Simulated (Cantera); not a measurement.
Input: 1 mol CH3F, 0.06 mol H2, at 2348.15 K and 0.00133 bar.

Method: chemical equilibrium by Gibbs-energy minimisation in Cantera with the NASA 1993 tables (ideal gas, pure condensed phases). Candidate condensed phases: C, C6H6, C7H8, C8H18; 95 gas species. The numbers say what is thermodynamically allowed, not how fast it happens.

Base state: HF 0.436, H2 0.359, H 0.203, C2H2 (acetylene) 0.00196, F 0.000338, C2H 5.64e-5, C3 3.00e-5, C 1.35e-5 (mole fractions); condensed: C(graphite).

Problem. What changes in the equilibrium state with this change: pressure from 0.00133 bar to 5.00e-5 bar?

Solution. 
```tsv
species	before	after
H	0.203	0.549
HF	0.436	0.348
H2	0.359	0.0985
C2	2.69e-6	7.16e-5
C3	3.00e-5	0.000799
C	1.35e-5	0.000360
CF	6.69e-6	5.27e-5
F	0.000338	0.00266
C(graphite), mol	0.990	0.988
```
